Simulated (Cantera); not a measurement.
Charge: 1 mol SiH4, 0.67 mol O3, held at 698.15 K and 0.133 bar.

Cantera equilibrium calculation (NASA polynomials, part measured and part estimated; ideal gas, pure solids and liquids). Candidate condensed phases: H2O, Si, SiO2; 18 gas species. The numbers say what is thermodynamically allowed, not how fast it happens.

Base state: H2 0.995, H2O 0.00500 (mole fractions); condensed: SiO2(α-quartz).

Task: What changes in the equilibrium state with this change: O3 from 0.67 to 0.11 mol?

Result: 
| species | before | after |
|---|---|---|
| H2 | 0.995 | 1.00 |
| H2O | 0.00500 | <1e-9 |
| SiO2(α-quartz), mol | 1.00 | 0.165 |
| Si(s), mol | 0 | 0.835 |

Task: What changes in the equilibrium state with this change: SiH4 replaced by SiH2Cl2?

Result: 
```json
[
 {"species": "HCl", "before": "0", "after": "0.990"},
 {"species": "H2O", "before": "0.00500", "after": "0.00500"},
 {"species": "Cl2", "before": "0", "after": "0.00500"},
 {"species": "H2", "before": "0.995", "after": "<1e-9"},
 {"species": "SiO2(α-quartz), mol", "before": "1.00", "after": "1.00"}
]
```

Task: What changes in the equilibrium state with this change: O3 from 0.67 to 0.078 mol?

Result: 
```csv
species,before,after
H2,0.995,1.00
H2O,0.00500,<1e-9
"SiO2(α-quartz), mol",1.00,0.117
"Si(s), mol",0,0.883
```
